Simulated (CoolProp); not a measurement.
A single-stage vapour-compression cycle with the fluid: evaporating at 250.15 K (dew point), condensing at 285.15 K (bubble point), superheat 10 K, subcooling 8 K, compressor efficiency 0.65, no pressure losses. The same conditions are run with several fluids, on thermodynamics alone (safety and materials aside).

Values from CoolProp's reference Helmholtz-energy equation of state of each fluid (R123: Younglove 1994; sulfur hexafluoride: Guder 2009; R507A: Lemmon 2003; fluoroethane (R161): Wu 2012; C3F8 (R218): Lemmon 2006; R21: Platzer 1990). The equations of Platzer and Polt are older, rougher fits. Blends and air are pseudo-pure fits.

```csv
fluid,cooling COP,pressure ratio,discharge temperature (K),refrigerating effect (kJ/kg),volumetric capacity (kJ/m³)
R123,?,?,320.4,170,123
sulfur hexafluoride,3.89,2.75,302.7,78.2,3760
R507A,4.13,3.19,312.1,?,?
fluoroethane (R161),?,3.37,335.4,364,1610
C3F8 (R218),4.04,3.31,292.4,79.3,1340
R21,4.27,?,352.9,234,276
```

Q: Complete the blanks.

A: 
- R123, cooling COP: 4.35
- R123, pressure ratio: 5.41
- R507A, refrigerating effect (kJ/kg): 153
- R507A, volumetric capacity (kJ/m³): 2130
- fluoroethane (R161), cooling COP: 4.20
- R21, pressure ratio: 4.67
